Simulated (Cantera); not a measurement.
A perfectly stirred reactor is fed with CO : H2 : CH4 : O2 : N2 = 1 : 0.069 : 0.046 : 0.626 : 2.36 (molar parts), at 2.90 bar; it is adiabatic with a 323 K inlet, and is followed from long to short residence time, starting on the burning branch (τ in s: 0.066, 0.035, 0.019, 0.0098, 0.0052, 0.0028, 0.0015, 0.00078, 0.00041, 0.00022, 0.00012, 6.2e-05, 3.3e-05).

Detailed kinetics in Cantera: GRI-Mech 3.0 (53 species, 325 reactions).

x: mole fraction; the columns are a selection and need not sum to one.

| τ (s) | T (K) | x CO | x H2 | x CH4 | x NO | x H2O | x H | x NO2 |
|---|---|---|---|---|---|---|---|---|
| 0.066 | 2397 | 0.0323 | 0.000894 | 2.33e-7 | 0.00353 | 0.0419 | 0.000330 | 1.56e-6 |
| 0.035 | 2387 | 0.0337 | 0.000939 | 4.13e-7 | 0.00306 | 0.0417 | 0.000368 | 1.44e-6 |
| 0.019 | 2371 | 0.0361 | 0.00101 | … | … | 0.0414 | … | … |
| 0.0098 | 2342 | 0.0400 | 0.00114 | 1.17e-6 | 0.00182 | 0.0410 | 0.000567 | 1.04e-6 |
| 0.0052 | 2302 | 0.0452 | 0.00132 | 1.87e-6 | 0.00122 | 0.0403 | 0.000786 | 7.67e-7 |
| 0.0028 | 2250 | 0.0517 | 0.00156 | 2.90e-6 | 0.000755 | 0.0395 | 0.00113 | 5.10e-7 |
| 0.0015 | 2187 | 0.0592 | 0.00185 | 4.53e-6 | 0.000437 | 0.0385 | 0.00166 | 3.09e-7 |
| 0.00078 | 2111 | 0.0677 | 0.00220 | 7.36e-6 | 0.000247 | 0.0373 | 0.00248 | 1.79e-7 |
| 0.00041 | 2026 | 0.0767 | 0.00258 | 1.22e-5 | 0.000154 | 0.0359 | 0.00362 | 1.14e-7 |
| 0.00022 | 1933 | … | … | … | … | 0.0345 | … | … |
| 0.00012 | 1828 | 0.0967 | 0.00326 | 3.82e-5 | 7.95e-5 | 0.0331 | 0.00675 | 6.45e-8 |
| 6.2e-5 | 1681 | 0.114 | 0.00347 | 9.06e-5 | 4.65e-5 | 0.0322 | 0.00796 | 4.38e-8 |
| 3.3e-5 | 323 | 0.244 | 0.0168 | 0.0112 | <1e-12 | <1e-12 | <1e-12 | <1e-12 |

Task: Complete the blanks.

Result: 
- 0.019, x CH4: 6.94e-7
- 0.019, x NO: 0.00249
- 0.019, x H: 0.000436
- 0.019, x NO2: 1.27e-6
- 0.00022, x CO: 0.0861
- 0.00022, x H2: 0.00295
- 0.00022, x CH4: 2.10e-5
- 0.00022, x NO: 0.000108
- 0.00022, x H: 0.00509
- 0.00022, x NO2: 8.31e-8
